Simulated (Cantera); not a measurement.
Formation from one mole of O2

Standard-state values (1 bar) from the NASA 1993 polynomials, evaluated with Cantera. Values are per mole of reaction as written; species without (g) are pure solids or liquids, kept so even where they would boil at 1 bar.

4 Li + O2(g) → 2 Li2O

| T (K) | ΔH° (kJ) | ΔS° (J/K) | ΔG° (kJ) | log10 K |
|---|---|---|---|---|
| 948 | -1209.9 | -277.4 | -946.9 | 52.17 |
| 998 | -1208.8 | -276.3 | -933.1 | 48.84 |
| 1048 | -1207.0 | -275.3 | -918.5 | 45.78 |
| 1098 | -1205.7 | -274.1 | -904.7 | 43.04 |
| 1148 | -1204.2 | -272.8 | -891.0 | 40.54 |
| 1198 | -1202.7 | -271.5 | -877.4 | 38.26 |
| 1248 | -1201.1 | -270.2 | -863.9 | 36.16 |
| 1298 | -1199.4 | -268.8 | -850.4 | 34.22 |
| 1348 | -1197.6 | -267.5 | -837.0 | 32.43 |

2 Si + O2(g) → 2 SiO(g)

```tsv
T (K)	ΔH° (kJ)	ΔS° (J/K)	ΔG° (kJ)	log10 K
948	-210.0	164.8	-366.2	20.18
998	-210.8	163.9	-374.4	19.59
1048	-211.6	163.1	-382.6	19.07
1098	-212.5	162.3	-390.7	18.59
1148	-213.4	161.5	-398.8	18.15
1198	-214.2	160.8	-406.9	17.74
1248	-215.1	160.0	-414.9	17.36
1298	-216.1	159.3	-422.9	17.02
1348	-217.0	158.6	-430.8	16.69
```

1.333 Ti + O2(g) → 0.6667 Ti2O3

| T (K) | ΔH° (kJ) | ΔS° (J/K) | ΔG° (kJ) | log10 K | condensed phases |
|---|---|---|---|---|---|
| 948 | -1001.2 | -173.5 | -836.8 | 46.11 | Ti(α), Ti2O3(s) |
| 998 | -1000.2 | -172.5 | -828.1 | 43.34 | Ti(α), Ti2O3(s) |
| 1048 | -999.4 | -171.6 | -819.5 | 40.85 | Ti(α), Ti2O3(s) |
| 1098 | -998.7 | -171.0 | -811.0 | 38.58 | Ti(α), Ti2O3(s) |
| 1148 | -998.3 | -170.6 | -802.4 | 36.51 | Ti(α), Ti2O3(s) |
| 1198 | -1002.2 | -174.0 | -793.7 | 34.61 | Ti(β), Ti2O3(s) |
| 1248 | -1001.0 | -173.0 | -785.1 | 32.86 | Ti(β), Ti2O3(s) |
| 1298 | -999.8 | -172.1 | -776.4 | 31.24 | Ti(β), Ti2O3(s) |
| 1348 | -998.6 | -171.2 | -767.8 | 29.75 | Ti(β), Ti2O3(s) |

Ta + O2(g) → TaO2(g)

```tsv
T (K)	ΔH° (kJ)	ΔS° (J/K)	ΔG° (kJ)	log10 K
948	-205.6	24.9	-229.1	12.63
998	-205.9	24.5	-230.4	12.06
1048	-206.3	24.2	-231.6	11.54
1098	-206.6	23.8	-232.8	11.07
1148	-207.0	23.5	-234.0	10.65
1198	-207.4	23.2	-235.1	10.25
1248	-207.8	22.9	-236.3	9.89
1298	-208.2	22.5	-237.4	9.55
1348	-208.6	22.2	-238.5	9.24
```
